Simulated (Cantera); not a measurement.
Input: 1 mol FeS₂, 3.6 mol SO₂, 0.28 mol CO₂, held at 1050 K and 1.00 bar.

Equilibrium computed with Cantera from the NASA thermochemical tables; the gas is ideal and each condensed phase is pure. Candidate condensed phases: C, Fe, Fe(CO)₅, FeO, FeS, FeSO₄, FeS₂, Fe₂O₃, Fe₂(SO₄)₃, Fe₃O₄, S; 25 gas species. FeS: taken at fixed stoichiometry. Gases not in the tables: S₃ to S₇. Rates play no part.

Base state: SO₂ 0.819, S₂ 0.107, CO₂ 0.0638, S₂O 0.00965, CO 0.000151, COS 0.000127, SO 6.85e-5 (mole fractions); condensed: FeS(s).

**Question.** What changes in the equilibrium state with this change: temperature from 1050 K to 1875 K?

**Answer.** 
| species | before | after |
|---|---|---|
| SO₂ | 0.819 | 0.649 |
| S₂ | 0.107 | 0.243 |
| CO₂ | 0.0638 | 0.0394 |
| SO | 6.85e-5 | 0.0339 |
| CO | 0.000151 | 0.0201 |
| S₂O | 0.00965 | 0.0131 |
| S | 7.80e-9 | 0.000655 |
| COS | 0.000127 | 0.000299 |
| FeS(s), mol | 1.00 | 0 |
| FeO(l), mol | 0 | 1.000 |
The tables' stoichiometric FeO is somewhat more stable than real wüstite, so its field is too wide. FeO: taken at fixed stoichiometry.
